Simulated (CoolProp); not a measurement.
Vapour-liquid equilibrium of ethane (1) + n-pentane (2) at 163 kPa; x and y are mole fractions of (1).

Model: multi-fluid Helmholtz-energy mixture model, Bücker 2006 and Thol 2019; pair parameters Kunz 2012, in CoolProp.

Q: Give the bubble temperature and the first vapour's composition at x = 0.55, 0.85, 0.95. Is there an azeotrope?

A: x = 0.55: 205.8 K, y = 0.999; x = 0.85: 197.2 K, y = 1.000; x = 0.95: 195.0 K, y = 1.000. No azeotrope shows between x = 0.05 and 0.95.

The pair parameters rest on a limited set of measurements; away from them the model extrapolates. The gap from Raoult's law changes sign with composition, which may be real or a fault of the pair parameters; it wasn't checked against measurements.
